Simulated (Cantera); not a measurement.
**Equilibrium for carbothermic reduction: TiO₂ + CH₄ + CO**

Feed: 1 mol TiO₂, 0.59 mol CH₄, 0.023 mol CO, at 71.0 Pa.

Method: chemical equilibrium by Gibbs-energy minimisation in Cantera with the NASA 1993 tables (ideal gas, pure condensed phases). Candidate condensed phases: C, C₆H₆, C₇H₈, C₈H₁₈, H₂O, Ti, TiC, TiO, TiO₂, Ti₂O₃, Ti₃O₅, Ti₄O₇; 113 gas species. Mutual solubility and eutectic melting of coexisting phases are not modelled. TiC, TiO: taken at fixed stoichiometry. Condensed phases not in the tables: solid solutions among these carbides, nitrides and lower oxides. The numbers say what is thermodynamically allowed, not how fast it happens.

From 1173 K to 1573 K the condensed part is TiC(s) + Ti₂O₃(s). From 1673 K to 1973 K the condensed part is TiO(s) + Ti₂O₃(s).

| T (K) | log p H₂ | log p CO | log p H | log p TiO | log p H₂O | log p Ti | log p CO₂ | n TiC(s) | n Ti₂O₃(s) | n TiO(s) |
|---|---|---|---|---|---|---|---|---|---|---|
| 1173 | -3.32 | -3.63 | -8.59 | <-15 | -8.09 | <-15 | -8.50 | 0.0360 | 0.482 | 0 |
| 1273 | -3.32 | -3.63 | -7.81 | <-15 | -8.01 | <-15 | -8.54 | 0.0360 | 0.482 | 0 |
| 1373 | -3.32 | -3.63 | -7.14 | -13.41 | -7.95 | <-15 | -8.58 | 0.0360 | 0.482 | 0 |
| 1473 | -3.32 | -3.63 | -6.56 | -11.72 | -7.90 | -13.42 | -8.60 | 0.0360 | 0.482 | 0 |
| 1573 | -3.32 | -3.63 | -6.05 | -10.26 | -7.86 | -11.62 | -8.63 | 0.0360 | 0.482 | 0 |
| 1673 | -3.33 | -3.62 | -5.61 | -9.00 | -7.78 | -10.11 | -8.58 | 0 | 0.410 | 0.180 |
| 1773 | -3.34 | -3.62 | -5.21 | -8.01 | -7.47 | -9.13 | -8.32 | 0 | 0.410 | 0.180 |
| 1873 | -3.34 | -3.62 | -4.86 | -7.13 | -7.18 | -8.27 | -8.08 | 0 | 0.410 | 0.180 |
| 1973 | -3.35 | -3.62 | -4.55 | -6.35 | -6.94 | -7.50 | -7.86 | 0 | 0.410 | 0.179 |
log p: log10 of the partial pressure in bar; n: condensed amount in mol.
